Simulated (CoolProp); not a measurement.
The numbers come from the reference Helmholtz-energy equation of state, Zhou 2014 in CoolProp.

Task: Give the vapour pressure (MPa), enthalpy of vaporisation (kJ/kg), liquid cp (kJ/(kg K)), surface tension (mN/m) of saturated cyclohexane at 347.2, 436.3 K.

Result: 
| T (K) | p (MPa) | enthalpy of vaporisation (kJ/kg) | liquid cp (kJ/(kg K)) | surface tension (mN/m) |
|---|---|---|---|---|
| 347.2 | 0.0826 | 361 | 2.09 | 18.7 |
| 436.3 | 0.714 | 291 | 2.59 | 9.14 |

Surface tension comes from a separate correlation (Mulero 2012).
